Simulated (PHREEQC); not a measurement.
A solution holds 0.19 mol H2SO4, 0.0001 mol AlCl3 and 0.0086 mol MnSO4 per kg of water, at 52 °C. Closed to the air; pH follows from the charge balance.

Model: ion-association model, phreeqc.dat, run in PHREEQC.

Each row changes one thing in this solution. No solid was allowed to form.

```tsv
case	pH	ionic strength (mol/kgw)	HSO4- (mol/kgw)	SO4-2 (mol/kgw)	AlSO4+ (mol/kgw)	Al+3 (mol/kgw)	SI of Gibbsite (Al(OH)3)
as made	0.80	0.237	0.179	0.0173	6.51e-5	2.14e-5	-9.95
AlCl3 from 0.0001 to 1e-05 mol/kgw	0.80	0.237	0.179	0.0173	6.52e-6	2.14e-6	-10.95
0.36 mol/kgw HBr added	0.38	(withheld)	0.188	0.00990	4.38e-5	4.83e-5	-11.04
MnSO4 left out	0.79	0.222	0.174	0.0159	6.50e-5	2.20e-5	-9.96
diluted 10-fold with water	1.68	0.0319	(withheld)	(withheld)	7.42e-6	1.77e-6	-8.01
temperature from 52 to 60 °C	0.81	(withheld)	0.182	0.0146	6.41e-5	2.36e-5	-9.52
diluted 2-fold with water	1.07	0.126	(withheld)	0.0126	3.44e-5	9.74e-6	-9.35
H2SO4 from 0.19 to 0.38 mol/kgw	0.52	0.440	0.363	0.0231	6.09e-5	2.34e-5	-10.88
```

Q: What belongs in the gaps?

A: 
- 0.36 mol/kgw HBr added, ionic strength (mol/kgw): 0.586
- diluted 10-fold with water, HSO4- (mol/kgw): 0.0137
- diluted 10-fold with water, SO4-2 (mol/kgw): 0.00586
- temperature from 52 to 60 °C, ionic strength (mol/kgw): 0.232
- diluted 2-fold with water, HSO4- (mol/kgw): 0.0854

At this temperature some constants are extrapolated from 25 °C, and those without enthalpy data are left unchanged.
